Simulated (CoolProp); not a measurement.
Vapour-liquid equilibrium of R142b (1) + R113 (2) at 2.28 bar; x and y are mole fractions of (1).

Values from CoolProp's multi-fluid Helmholtz-energy mixture model, Lemmon 2006 and Marx 1992; pair parameters Bell 2016.

| x | bubble temperature (°C) | y at the bubble point | dew temperature at overall composition x (°C) | liquid density (mol/L) |
|---|---|---|---|---|
| 0.05 | 65.9 | 0.239 | 72.8 | 7.889 |
| 0.125 | 55.6 | 0.475 | 70.2 | 8.177 |
| 0.2 | 47.5 | 0.622 | 67.4 | 8.446 |
| 0.275 | 41.1 | 0.718 | 64.5 | 8.702 |
| 0.35 | 36.1 | 0.784 | 61.4 | 8.952 |
| 0.425 | 31.9 | 0.831 | 58.0 | 9.200 |
| 0.5 | 28.4 | 0.867 | 54.3 | 9.449 |
| 0.575 | 25.4 | 0.896 | 50.3 | 9.704 |
| 0.65 | 22.7 | 0.919 | 45.8 | 9.966 |
| 0.725 | 20.3 | 0.940 | 40.6 | 10.24 |
| 0.8 | 18.1 | 0.957 | 34.7 | 10.52 |
| 0.875 | 16.1 | 0.974 | 27.6 | 10.82 |
| 0.95 | 14.1 | 0.990 | 19.0 | 11.14 |

No azeotrope shows between x = 0.05 and 0.95.

The pair parameters rest on a limited set of measurements; away from them the model extrapolates.
